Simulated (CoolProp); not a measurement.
Carbonyl sulfide along the isotherm 346.85 °C: density (kg/m³) from the reference equation and from simpler models built on Tc = 105.6 °C, pc = 63.69 bar, ω = 0.098; each cubic takes its own stable root.

The numbers come from the reference Helmholtz-energy equation of state, Lemmon 2006 in CoolProp. It is a short technical equation, of lower accuracy than the large ones.

```json
[
 {"p (bar)": "1.01", "phase": "gas", "reference": "1.178"},
 {"p (bar)": "1.48", "phase": "gas", "reference": "1.727"},
 {"p (bar)": "2.17", "phase": "gas", "reference": "2.534"},
 {"p (bar)": "3.18", "phase": "gas", "reference": "3.718"},
 {"p (bar)": "4.67", "phase": "gas", "reference": "5.467"},
 {"p (bar)": "6.86", "phase": "gas", "reference": "8.049"},
 {"p (bar)": "10.1", "phase": "gas", "reference": "11.89"},
 {"p (bar)": "14.8", "phase": "gas", "reference": "17.50"},
 {"p (bar)": "21.7", "phase": "gas", "reference": "25.83"},
 {"p (bar)": "31.8", "phase": "gas", "reference": "38.22"},
 {"p (bar)": "46.7", "phase": "gas", "reference": "56.91"},
 {"p (bar)": "68.6", "phase": "supercritical", "reference": "85.25"},
 {"p (bar)": "101", "phase": "supercritical", "reference": "128.9"},
 {"p (bar)": "148", "phase": "supercritical", "reference": "194.8"},
 {"p (bar)": "217", "phase": "supercritical", "reference": "292.1"},
 {"p (bar)": "318", "phase": "supercritical", "reference": "418.8"}
]
```

How far does each simpler model (ideal gas, van der Waals, Redlich-Kwong, Soave-Redlich-Kwong) lie from the reference over these 16 states: mean and median of the absolute difference, and the worst?


- ideal gas: mean 4.1 %, median 1.8 %, worst -13.4 % at 346.85 °C and 217 bar
- van der Waals: mean 1.6 %, median 0.6 %, worst +6.8 % at 346.85 °C and 217 bar
- Redlich-Kwong: mean 0.4 %, median 0.2 %, worst +1.4 % at 346.85 °C and 148 bar
- Soave-Redlich-Kwong: mean 1.2 %, median 0.2 %, worst -6.1 % at 346.85 °C and 318 bar
